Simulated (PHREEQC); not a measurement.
Copper plating or etch bath (model solution)

Dissolve 0.008 mol/kgw Cu(BF4)2, 0.019 mol/kgw H2SO4, 7.2e-05 mol/kgw NaCl and 0.016 mol/kgw LiOH at 25 °C. Closed to the air; pH follows from the charge balance.

All values are PHREEQC results (ion-association model, phreeqc.dat), not measurements.

Precipitation was switched off in this run.

Estimate the pH.

pH 1.91.

In which forms is F present?

BF4- 85 %, HF 11 %, BF3OH- 3.4 %, F- 0.7 % of the F.

Real BF4- forms and hydrolyses slowly; the run takes it at equilibrium.
